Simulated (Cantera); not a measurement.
A Cantera script and what it prints.

```python
import numpy as np
import cantera as ct

gas_names = """
    CL CL2 H HCL H2 N NH NH2 NH3 N2 N2H2 N2H4 Si SiCL SiCL2 SiCL3 SiCL4 SiH SiHCL3 SiH2 SiH2CL2 SiH3
    SiH3CL SiH4 SiN Si2 Si2N Si3
""".split()
cond_names = """
    NH4CL(a) NH4CL(b) Si(cr) Si(L) Si3N4(a)
""".split()


# ... load() reads the species with a 1 bar reference pressure and builds the phases ...
atoms = {
    'SiH2Cl2': {'Si': 1, 'H': 2, 'CL': 2},
    'N2': {'N': 2},
}
top_T = {'Si3N4(a)': 2400}  # K; cautious upper limits of use, not melting points


# ... equilibrate(T, P, feed) seeds the gas with the atoms and calls Mixture.equilibrate('TP', solver="vcs", rtol=1e-11, max_steps=5000) ...
results = []
feed = {'SiH2Cl2': 1, 'N2': 6.2}  # mol
P = 1500  # Pa
for T in [1575, 1625, 1675, 1725, 1775, 1825, 1875, 1925, 1975]:
    mix = equilibrate(T, P, feed)
    results.append((T, P, feed, dict(zip(mix.species_names, mix.species_moles))))

top = {s: max(r[3][s] / sum(r[3][g] for g in gas_names) for r in results) for s in gas_names}
cols = sorted((s for s in top if top[s] > 0.001), key=lambda s: -top[s])[:8]
seen = [c for c in cond_names if any(r[3].get(c, 0) > 1e-12 for r in results)]
print("log10 of partial pressures in bar; condensed amounts in mol")
print(f"{'T/K':>10s}" + "".join(f"{s[:9]:>10s}" for s in cols + seen))
for T, P, feed, n in results:
    ng = sum(n[g] for g in gas_names)
    print(f"{T:10.4g}" + "".join(f"{np.log10(max(n[s] / ng * P / 1e5, 1e-99)):10.3f}" for s in cols)
          + "".join(f"{n.get(c, 0):10.4g}" for c in seen))
```

It prints:

```
log10 of partial pressures in bar; condensed amounts in mol
       T/K        N2       HCL        H2     SiCL2     SiCL3         H        Si      SiCL     Si(L)  Si3N4(a)
      1575    -1.950    -2.726    -3.011    -3.087    -4.110    -5.887    -8.417    -7.039         0    0.1739
      1625    -1.950    -2.792    -2.961    -3.004    -4.240    -5.632    -7.715    -6.590         0    0.1482
      1675    -1.949    -2.864    -2.919    -2.945    -4.389    -5.395    -7.055    -6.177         0     0.125
      1725    -1.949    -2.941    -2.885    -2.901    -4.546    -5.174    -6.435    -5.794         0    0.1046
      1775    -1.948    -3.020    -2.858    -2.868    -4.707    -4.968    -5.850    -5.438         0   0.08684
      1825    -1.946    -3.091    -2.850    -2.856    -4.865    -4.781    -5.342    -5.134    0.2228         0
      1875    -1.946    -3.080    -2.855    -2.860    -4.947    -4.611    -5.043    -4.944    0.2247         0
      1925    -1.947    -3.071    -2.860    -2.864    -5.025    -4.449    -4.759    -4.765    0.2239         0
      1975    -1.948    -3.064    -2.866    -2.869    -5.100    -4.297    -4.490    -4.595    0.2185         0
```

Equilibrium computed with Cantera from the NASA thermochemical tables; the gas is ideal and each condensed phase is pure. The tables' values for SiCl3, SiCl, SiN are old estimates; treat these amounts as uncertain.
